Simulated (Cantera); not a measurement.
Input: 1 mol SiH2Cl2, a varied amount of NH3, held at 1575 K and 4.40 mbar.

Cantera equilibrium calculation (NASA polynomials, part measured and part estimated; ideal gas, pure solids and liquids). Candidate condensed phases: NH4Cl, Si, Si3N4; 28 gas species. The tables' values for SiCl3, SiCl are old estimates; treat these amounts as uncertain. The numbers say what is thermodynamically allowed, not how fast it happens.

Q: At 1.1 mol NH3, list the 4 most abundant gas species with their mole fractions, and the condensed phases.

A: H2 0.577, HCl 0.192, SiCl2 0.152, N2 0.0744. Condensed: Si3N4(s).
